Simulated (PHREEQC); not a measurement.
A solution holds 0.28 mol/kgw NaHCO3, 0.00088 mol/kgw NaOH and 0.011 mol/kgw NaCl, at 20 °C. Closed to the air; pH follows from the charge balance.

Model: ion-association model, wateq4f.dat, run in PHREEQC.

| quantity | before | after |
|---|---|---|
| pH | 7.97 | 7.39 |
| ionic strength (mol/kgw) | 0.273 | 0.264 |
| Na+ (mol/kgw) | 0.270 | 0.262 |
| HCO3- (mol/kgw) | 0.251 | 0.236 |
| NaHCO3 (mol/kgw) | 0.0191 | 0.0164 |
| CO2 (mol/kgw) | 0.00448 | 0.0135 |
| SI of Nahcolite (NaHCO3) | -0.85 | -1.35 |
| SI of Natron (Na2CO3:10H2O) | -3.09 | -5.36 |

Task: Name the change that produced these shifts.
(A) 0.0031 mol/kgw HNO3 added
(B) 0.011 mol/kgw LiOH added
(C) NaOH left out
(D) temperature from 20 to 75 °C
(E) diluted 100-fold with water

Result: D, temperature from 20 to 75 °C

No solid was allowed to form. Constants without temperature data keep their 25 °C values here.
